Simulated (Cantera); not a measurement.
Ignition delay

Mixture: 17.1 % CO, 12.5 % H₂, 14.8 % O₂, 55.6 % N₂, equivalence ratio 1.0, at 0.671 atm, adiabatic and at constant volume. Ignition delay is the time to a rise of 400 K.

Model: GRI-Mech 3.0 (53 species, 325 reactions), integrated in Cantera. Where the delays flatten at high temperature, the 400 K rule measures the pace of heat release, not the induction time.

```
T0 (K)  delay (ms)
------  ----------
1173        0.0961
1273        0.0637
1373        0.0481
1473        0.0405
1573        0.0373
1673        0.0373
```
